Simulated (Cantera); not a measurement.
Input: 1 mol Si3N4, 14 mol H2, held at 1373.15 K and 1.70 Pa.

Method: chemical equilibrium by Gibbs-energy minimisation in Cantera with the NASA 1993 tables (ideal gas, pure condensed phases). Candidate condensed phases: Si, Si3N4; 18 gas species. Rates play no part.

Base state: H2 0.874, N2 0.125, H 0.000757, Si 2.29e-5 (mole fractions); condensed: Si(s).

Task: What changes in the equilibrium state with this change: Si3N4 replaced by AlN?

Result: 
```json
[
 {"species": "H2", "before": "0.874", "after": "0.998"},
 {"species": "H", "before": "0.000757", "after": "0.000809"},
 {"species": "Al", "before": "0", "after": "0.000496"},
 {"species": "N2", "before": "0.125", "after": "0.000250"},
 {"species": "Si", "before": "2.29e-5", "after": "0"},
 {"species": "Si(s), mol", "before": "3.00", "after": "0"},
 {"species": "AlN(s), mol", "before": "0", "after": "0.993"}
]
```
Further candidate phases: Al, AlN.
